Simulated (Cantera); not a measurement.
An adiabatic, constant-volume homogeneous reactor starts with CH₄ : C₂H₆ : C₃H₈ : O₂ : N₂ = 1 : 0.12 : 1.4 : 6.73 : 25.3 (molar parts), at 1275 K and 1.70 bar. Integrator tolerance rtol = 1e-08.

Cantera simulation using GRI-Mech 3.0 (53 species, 325 reactions); the numbers are that mechanism's predictions, not measurements. GRI-Mech 3.0 was tuned for natural gas; its chemistry of propane as a main component is partial and can be far from experiment.

Problem. What does this change do: initial temperature 1275 to 1773 K?

Solution. 
```json
[
 {"quantity": "time of steepest temperature rise", "before": "1.10 ms", "after": "10.1 µs"},
 {"quantity": "temperature at 3.00 s", "before": "2944 K", "after": "3101 K"},
 {"quantity": "equilibrium temperature", "before": "2944 K", "after": "3101 K"},
 {"quantity": "x(CH₄) at 3.00 s", "before": "1.08e-12 (gas-phase equilibrium 1.29e-12)", "after": "<1e-12 (gas-phase equilibrium <1e-12)"},
 {"quantity": "x(C₂H₆) at 3.00 s", "before": "<1e-12 (gas-phase equilibrium <1e-12)", "after": "<1e-12 (gas-phase equilibrium <1e-12)"},
 {"quantity": "x(C₃H₈) at 3.00 s", "before": "<1e-12 (gas-phase equilibrium <1e-12)", "after": "<1e-12 (gas-phase equilibrium <1e-12)"},
 {"quantity": "x(HO₂) at 3.00 s", "before": "2.40e-6 (gas-phase equilibrium 2.40e-6)", "after": "5.13e-6 (gas-phase equilibrium 5.13e-6)"},
 {"quantity": "x(H₂O) at 3.00 s", "before": "0.140 (gas-phase equilibrium 0.140)", "after": "0.120 (gas-phase equilibrium 0.120)"},
 {"quantity": "x(CO₂) at 3.00 s", "before": "0.0390 (gas-phase equilibrium 0.0390)", "after": "0.0310 (gas-phase equilibrium 0.0310)"}
]
```
Above 3000 K some thermodynamic fits are extrapolated.
